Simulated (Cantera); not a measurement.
Mixture: H2 : O2 : N2 = 1 : 0.227 : 0.855 (molar parts), equivalence ratio 2.2, at 16500 Torr, adiabatic and at constant volume. Ignition delay is the time to a rise of 400 K.

Computed with Cantera and the H2/O2 subset of GRI-Mech 3.0, which has no nitrogen chemistry. The hydrogen kinetics of GRI-Mech 3.0 are dated; newer H2 mechanisms differ, most at raised pressure. The pressure lies above the range GRI-Mech 3.0 was tuned for (to about 10 atm).

| quantity | before | after |
|---|---|---|
| delay at 1075 K | 0.830 ms | 1.11 ms |
| delay at 1225 K | 55.1 µs | 28.4 µs |
| delay at 1375 K | 3.30 µs | 2.97 µs |
| delay at 1525 K | 0.784 µs | 1.42 µs |
| apparent activation energy between 1450 and 1600 K | 110 kJ/mol | 74 kJ/mol |

Q: What was changed between the two runs?
A) pressure from 16500 Torr to 2400 Torr
B) pressure from 16500 Torr to 593 Torr
C) H2 1 to 2.4 parts
D) pressure from 16500 Torr to 7500 Torr

A: D, pressure from 16500 Torr to 7500 Torr
